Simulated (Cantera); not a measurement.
Cantera run, input and output.

```python
import numpy as np
import cantera as ct

gas = ct.Solution("gri30.yaml", transport_model="mixture-averaged")
show = ['H2', 'NH3', 'CO2']

rows = []
print(f"{'T/K':>7s}{'rho':>11s}{'cp':>10s}{'mu':>11s}{'lambda':>11s}{'Pr':>7s}" + "".join(f"{'D_' + s:>11s}" for s in show))
for T in [400, 500, 600, 700, 800, 900, 1000, 1100, 1200]:
    gas.TPX = T, 1000000, {'N2O': 0.056}
    Pr = gas.cp_mass * gas.viscosity / gas.thermal_conductivity
    D = [gas.mix_diff_coeffs_mole[gas.species_index(s)] for s in show]
    rows.append([gas.density, gas.cp_mass, gas.viscosity, gas.thermal_conductivity, Pr, *D])
    print(f"{T:7g}{gas.density:11.4e}{gas.cp_mass:10.1f}{gas.viscosity:11.4e}"
          f"{gas.thermal_conductivity:11.4e}{Pr:7.3f}" + "".join(f"{d:11.4e}" for d in D))
print("SI units: kg/m3, J/kg/K, Pa s, W/m/K, m2/s")
```

Result:

```
    T/K        rho        cp         mu     lambda     Pr       D_H2      D_NH3      D_CO2
    400 1.3234e+01     970.3 1.9459e-05 2.5465e-02  0.741 1.0929e-05 2.8579e-06 1.9465e-06
    500 1.0587e+01    1042.5 2.3570e-05 3.3205e-02  0.740 1.6008e-05 4.3985e-06 2.9458e-06
    600 8.8226e+00    1101.3 2.7324e-05 4.0717e-02  0.739 2.1801e-05 6.2054e-06 4.1016e-06
    700 7.5622e+00    1150.2 3.0799e-05 4.7945e-02  0.739 2.8258e-05 8.2555e-06 5.4011e-06
    800 6.6169e+00    1191.6 3.4048e-05 5.4884e-02  0.739 3.5346e-05 1.0531e-05 6.8345e-06
    900 5.8817e+00    1226.6 3.7113e-05 6.1547e-02  0.740 4.3034e-05 1.3017e-05 8.3940e-06
   1000 5.2935e+00    1254.7 4.0022e-05 6.7953e-02  0.739 5.1297e-05 1.5702e-05 1.0073e-05
   1100 4.8123e+00    1275.5 4.2800e-05 7.4122e-02  0.736 6.0116e-05 1.8576e-05 1.1867e-05
   1200 4.4113e+00    1294.3 4.5464e-05 8.0076e-02  0.735 6.9473e-05 2.1631e-05 1.3771e-05
SI units: kg/m3, J/kg/K, Pa s, W/m/K, m2/s
```

Cantera simulation using GRI-Mech 3.0 (53 species, 325 reactions); the numbers are that mechanism's predictions, not measurements. The composition is frozen, though it would react at the higher temperatures.
